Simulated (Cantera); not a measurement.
Input: 1 mol Si(CH₃)₄, 0.19 mol HCl, 4 mol H₂, held at 1.33 mbar.

Cantera equilibrium calculation (NASA polynomials, part measured and part estimated; ideal gas, pure solids and liquids). Candidate condensed phases: C, C₆H₆, C₇H₈, C₈H₁₈, Si, SiC; 109 gas species. Equilibrium is a limit: real reactors are often held back by kinetics, nucleation or transport. All values below are at 1523 K.

Base state: H₂ 0.981, HCl 0.0186, H 0.000627, C₂H₂ (acetylene) 1.16e-5 (mole fractions); condensed: C(graphite) + SiC(s).

Question: What changes in the equilibrium state with this change: pressure from 1.33 mbar to 0.550 bar?

Answer: 
```
species             before    after
----------------  --------  -------
H₂                   0.981    0.980
HCl                 0.0186   0.0186
CH₄                2.95e-6  0.00122
H                 0.000627  3.09e-5
C₂H₂ (acetylene)   1.16e-5  1.16e-5
C(graphite), mol      3.00     2.99
SiC(s), mol          1.000    1.000
```
